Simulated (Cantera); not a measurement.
Cantera run, input and output.

```python
import numpy as np
import cantera as ct

gas = ct.Solution("gri30.yaml")


def delay(T, t_max=10):
    gas.TPX = T, 2200000, {'CH4': 1, 'O2': 4.65, 'N2': 17.5, 'H2O': 2.3}
    reactor = ct.IdealGasConstPressureReactor(gas, clone=False)
    net = ct.ReactorNet([reactor])
    net.rtol, net.atol = 1e-8, 1e-16
    while net.time < t_max:
        t_old, T_old = net.time, reactor.T
        net.step()
        if reactor.T > T + 400:  # ignition: a rise of 400 K
            return t_old + (T + 400 - T_old) / (reactor.T - T_old) * (net.time - t_old)
    return np.nan


taus = []
for T in [1275, 1325, 1375, 1425, 1475, 1525, 1575]:
    taus.append(delay(T))
    print(f"T0 = {T:6g} K   tau = {taus[-1]:.4e} s")
```

Output:

```
T0 =   1275 K   tau = 7.2158e-04 s
T0 =   1325 K   tau = 4.2139e-04 s
T0 =   1375 K   tau = 2.5432e-04 s
T0 =   1425 K   tau = 1.5774e-04 s
T0 =   1475 K   tau = 1.0011e-04 s
T0 =   1525 K   tau = 6.4792e-05 s
T0 =   1575 K   tau = 4.2679e-05 s
```

Model: GRI-Mech 3.0 (53 species, 325 reactions), integrated in Cantera. The pressure lies above the range GRI-Mech 3.0 was tuned for (to about 10 atm).
